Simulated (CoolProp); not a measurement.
Computed with CoolProp (reference Helmholtz-energy equation of state, Lemmon 2013).

Question: Give the vapour pressure (MPa), liquid density (kg/m³), vapour density (kg/m³), enthalpy of vaporisation (kJ/kg) of saturated propylene at -38.25, -32.45 °C.

Answer: 
```json
[
 {"T (°C)": "-38.25", "p (MPa)": "0.152", "liquid density (kg/m³)": "598", "vapour density (kg/m³)": "3.45", "enthalpy of vaporisation (kJ/kg)": "428"},
 {"T (°C)": "-32.45", "p (MPa)": "0.192", "liquid density (kg/m³)": "591", "vapour density (kg/m³)": "4.29", "enthalpy of vaporisation (kJ/kg)": "421"}
]
```
